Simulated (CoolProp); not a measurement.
Isohexane at several states: density (kg/m³) from the reference equation and from simpler models built on Tc = 224.6 °C, pc = 3.043 MPa, ω = 0.280; each cubic takes its own stable root.

Values from CoolProp's reference Helmholtz-energy equation of state, Lemmon 2006. It is a short technical equation, of lower accuracy than the large ones.

```json
[
 {"T (°C)": "125.95", "p (MPa)": "14.4", "phase": "liquid", "reference": "578.0", "van der Waals": "385.3", "Redlich-Kwong": "527.5", "Soave-Redlich-Kwong": "540.1", "Peng-Robinson": "606.7"},
 {"T (°C)": "176.95", "p (MPa)": "1.08", "phase": "gas", "reference": "31.49", "van der Waals": "29.43", "Redlich-Kwong": "30.57", "Soave-Redlich-Kwong": "31.00", "Peng-Robinson": "31.56"},
 {"T (°C)": "93.85", "p (MPa)": "0.0112", "phase": "gas", "reference": "0.3175", "van der Waals": "0.3170", "Redlich-Kwong": "0.3172", "Soave-Redlich-Kwong": "0.3173", "Peng-Robinson": "0.3174"},
 {"T (°C)": "-6.55", "p (MPa)": "2.96", "phase": "liquid", "reference": "679.5", "van der Waals": "413.3", "Redlich-Kwong": "607.4", "Soave-Redlich-Kwong": "622.7", "Peng-Robinson": "700.5"},
 {"T (°C)": "-11.05", "p (MPa)": "1.01", "phase": "liquid", "reference": "681.7", "van der Waals": "411.2", "Redlich-Kwong": "607.9", "Soave-Redlich-Kwong": "623.6", "Peng-Robinson": "701.7"}
]
```
